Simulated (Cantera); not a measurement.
Feed: 1 mol (CH₃)₂SiCl₂, 0.14 mol C₂H₂, 9.1 mol H₂, held at 0.0180 bar.

These are equilibrium values from Cantera (NASA tables, ideal gas, pure condensed phases), not measurements of a reactor. Candidate condensed phases: C, C₆H₆, C₇H₈, C₈H₁₈, Si, SiC; 109 gas species. The feed counts by its element totals alone. The tables' values for SiCl₃ are old estimates; treat these amounts as uncertain. Equilibrium is a limit: real reactors are often held back by kinetics, nucleation or transport. All values below are at 1723 K.

Base state: H₂ 0.849, HCl 0.148, SiCl₂ 0.00148, H 0.00125, Cl 0.000169, C₂H₂ (acetylene) 7.69e-5, SiCl₃ 2.29e-5, CH₄ 1.31e-5 (mole fractions); condensed: C(graphite) + SiC(s).

Task: What changes in the equilibrium state with this change: (CH₃)₂SiCl₂ replaced by SiHCl₃?

Result: 
```tsv
species	before	after
H₂	0.849	0.797
HCl	0.148	0.138
SiCl₂	0.00148	0.0629
C₂H₂ (acetylene)	7.69e-5	3.45e-8
CH₄	1.31e-5	2.51e-7
Si	9.11e-7	4.17e-5
SiCl	2.73e-6	0.000120
SiH₂	2.40e-7	1.03e-5
C(graphite), mol	1.30	0
SiC(s), mol	0.980	0.280
```
The tables' values for SiCl₃, SiCl are old estimates; treat these amounts as uncertain. Gases not in the tables: Si₂H₆ and higher silanes.
